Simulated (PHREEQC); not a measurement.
Dissolve 3.9 mmol/kgw CaSO4 and 1.9 mmol/kgw K2SO4 at 20 °C. Closed to the air; pH follows from the charge balance.

Equilibrium calculation in PHREEQC: ion-association model, phreeqc.dat.

Problem. The ionic strength comes out as 0.0176 mol/kgw. What activity coefficients do SO4-2, K+, Ca+2, KSO4- get?

Solution. SO4-2 0.60, K+ 0.87, Ca+2 0.61, KSO4- 0.88.

Precipitation was switched off in this run.
